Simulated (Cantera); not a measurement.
Charge: 1 mol MgO, 2.1 mol HF, 0.62 mol F2, at 33.0 mbar.

These are equilibrium values from Cantera (NASA tables, ideal gas, pure condensed phases), not measurements of a reactor. Candidate condensed phases: H2O, Mg, MgF2, MgO, Mg(OH)2; 31 gas species. Mutual solubility and eutectic melting of coexisting phases are not modelled. Rates play no part. All values below are at 1800 K.

Base state: HF 0.737, O2 0.118, MgF2 0.113, H2O 0.0311, OH 0.000781, O 0.000230, Mg2F4 7.64e-5, F 4.67e-5 (mole fractions); condensed: MgF2(l) + MgO(s).

What changes in the equilibrium state with this change: MgO replaced by CuO?


```
species        before     after
------------  -------  --------
HF              0.737     0.581
CuF                 0     0.214
O2              0.118     0.138
MgF2            0.113         0
CuF2                0    0.0621
H2O            0.0311   2.37e-6
Cu                  0  0.000158
Mg2F4         7.64e-5         0
H2            2.69e-5   1.89e-9
H             1.02e-5   8.57e-8
MgF2(l), mol    0.405         0
MgO(s), mol     0.297         0
```
Further candidate phases: Cu, CuF2, CuO, Cu(OH)2, Cu2O.
